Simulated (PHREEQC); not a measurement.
Solution (85 °C): 0.21 mol CuSO4 per kg of water. Closed to the air; pH follows from the charge balance.

Computed with PHREEQC (ion-association model, wateq4f.dat).

This is a speciation only: nothing precipitates in the calculation.

**Question.** What pH does the model give?

**Answer.** pH 3.92.

**Question.** In which forms is S present?

**Answer.** CuSO4 53 %, SO4-2 47 %, HSO4- 0.8 % of the S.

The solution is supersaturated, for example in Tenorite (slow to form), so a real one may precipitate; this is no full list. Species that the database lacks are ignored. Away from 25 °C the constants follow the database's enthalpies or fits; those with neither stay at their 25 °C values.
